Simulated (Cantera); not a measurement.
**TiO2 + Cl2 + O2 (oxide etching and cleaning by halides)**

A closed system holds: 1 mol TiO2, 14 mol Cl2, a varied amount of O2, equilibrated at 1227 °C and 0.00580 bar.

These are equilibrium values from Cantera (NASA tables, ideal gas, pure condensed phases), not measurements of a reactor. Candidate condensed phases: Ti, TiCl2, TiCl3, TiCl4, TiO, TiO2, Ti2O3, Ti3O5, Ti4O7; 15 gas species. Equilibrium is a limit: real reactors are often held back by kinetics, nucleation or transport.

From 0.14 mol O2 to 1.9 mol O2 the condensed part is TiO2(rutile). The main Ti-bearing gas is TiCl4 throughout. The share of Ti in condensed phases is highest at 1.9 mol O2 (97.5 %) and lowest at 0.14 mol O2 (84.0 %).

```tsv
n(O2) (mol)	x Cl	x Cl2	x O2	x TiCl4	x ClO	x TiOCl2	n TiO2(rutile)
0.14	0.519	0.457	0.0157	0.00836	0.000122	1.68e-5	0.840
0.2	0.518	0.456	0.0177	0.00735	0.000129	1.58e-5	0.859
0.27	0.518	0.455	0.0203	0.00638	0.000138	1.47e-5	0.877
0.38	0.517	0.453	0.0247	0.00520	0.000152	1.33e-5	0.899
0.52	0.515	0.450	0.0307	0.00414	0.000169	1.18e-5	0.919
0.71	0.512	0.446	0.0390	0.00319	0.000189	1.04e-5	0.937
0.98	0.508	0.438	0.0511	0.00236	0.000215	8.94e-6	0.952
1.4	0.501	0.427	0.0696	0.00164	0.000248	7.46e-6	0.966
1.9	0.494	0.414	0.0910	0.00118	0.000279	6.32e-6	0.975
```
x: gas mole fraction; n: condensed amount in mol.
